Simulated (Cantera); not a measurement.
Charge: 1 mol Si, 1.1 mol HCl, equilibrated at 425 °C and 6.50e-5 bar.

These are equilibrium values from Cantera (NASA tables, ideal gas, pure condensed phases), not measurements of a reactor. Candidate condensed phases: Si; 19 gas species. The tables' values for SiCl₃ are old estimates; treat these amounts as uncertain. Equilibrium is a limit: real reactors are often held back by kinetics, nucleation or transport.

Base state: H₂ 0.660, SiCl₄ 0.324, SiHCl₃ 0.0117, HCl 0.00364, SiCl₃ 0.000117, SiH₂Cl₂ 2.75e-5, SiCl₂ 1.42e-5 (mole fractions); condensed: Si(s).

**Question.** What changes in the equilibrium state with this change: pressure from 6.50e-5 bar to 0.0100 bar?

**Answer.** 
| species | before | after |
|---|---|---|
| H₂ | 0.660 | 0.653 |
| SiCl₄ | 0.324 | 0.307 |
| SiHCl₃ | 0.0117 | 0.0392 |
| SiCl₂ | 1.42e-5 | 1.11e-6 |
| SiH₂Cl₂ | 2.75e-5 | 0.000328 |
| Si(s), mol | 0.723 | 0.717 |
